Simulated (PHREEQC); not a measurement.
Consider water at 20 °C with 1.7 mmol/kgw HF, 2.5 mmol/kgw CsF and 0.2 mmol/kgw (NH4)2SiF6. Closed to the air; pH follows from the charge balance.

The numbers come from PHREEQC with the ion-association model, wateq4f.dat.

No solid was allowed to form.

### Question
Estimate the pH.

### Answer
pH 3.44.

### Question
In which forms is Si present?

### Answer
SiF6-2 95 %, H4SiO4 4.7 % of the Si.

SiF6-2 is the database's only silicon fluoride.
